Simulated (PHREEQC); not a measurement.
A column of 0.2 m (30 cells, dispersivity 0.01 m, 720 s a shift, diffusion coefficient 3e-10 m²/s) holds 0.012 eq of the database's cation exchanger X per kg of pore water, first in equilibrium with 0.091 mol NH4Cl, 0.066 mol Na2SO4, 0.0042 mol CaCl2 and 1e-05 mol HCl per kg of water. It is flushed with 0.0051 mol/kgw (NH4)2SO4 and 1e-05 mol/kgw HCl, at 40 °C. Values are for the last cell. The system is closed to CO2. Precipitation was switched off in this run.

Base run: PHREEQC, ion-association model, phreeqc.dat. Each further column changes one thing. The table gives Ca in solution (mol/kgw).

```json
[
 {"pore volumes": "0", "base": "0.00420", "exchange capacity from 0.012 to 0.006 eq/kgw": "0.00420", "dispersivity from 0.01 to 0.02 m": "0.00420"},
 {"pore volumes": "0.85", "base": "0.00227", "exchange capacity from 0.012 to 0.006 eq/kgw": "0.00242", "dispersivity from 0.01 to 0.02 m": "0.00200"},
 {"pore volumes": "1.683", "base": "6.97e-5", "exchange capacity from 0.012 to 0.006 eq/kgw": "0.000104", "dispersivity from 0.01 to 0.02 m": "0.000158"},
 {"pore volumes": "2.517", "base": "4.52e-5", "exchange capacity from 0.012 to 0.006 eq/kgw": "6.36e-5", "dispersivity from 0.01 to 0.02 m": "5.49e-5"},
 {"pore volumes": "3.35", "base": "4.83e-5", "exchange capacity from 0.012 to 0.006 eq/kgw": "6.57e-5", "dispersivity from 0.01 to 0.02 m": "5.35e-5"},
 {"pore volumes": "4.183", "base": "4.97e-5", "exchange capacity from 0.012 to 0.006 eq/kgw": "6.46e-5", "dispersivity from 0.01 to 0.02 m": "5.56e-5"},
 {"pore volumes": "5.017", "base": "5.09e-5", "exchange capacity from 0.012 to 0.006 eq/kgw": "6.02e-5", "dispersivity from 0.01 to 0.02 m": "5.67e-5"}
]
```

Constants without temperature data keep their 25 °C values here.
